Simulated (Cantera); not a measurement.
A freely propagating, adiabatic, planar premixed flame of H2 : O2 : N2 : H2O = 1 : 0.208 : 0.783 : 0.043 (molar parts), unburnt at 675 K and 750 Torr; mixture-averaged transport, grid criteria slope 0.08 and curve 0.16, no radiation.

Cantera simulation using the H2/O2 subset of GRI-Mech 3.0, which has no nitrogen chemistry; the numbers are that mechanism's predictions, not measurements. Burning velocities carry a grid error of a few per cent, more on coarse grids.

**Question.** Predict: laminar burning velocity; thermal thickness; peak x(H); peak x(HO2); peak x(O).

**Answer.** 
```json
{
 "laminar_burning_velocity": "1040 cm/s",
 "thermal_thickness": "0.482 mm",
 "peak x(H)": "0.0887",
 "peak x(HO2)": "0.000213",
 "peak x(O)": "0.00304"
}
```
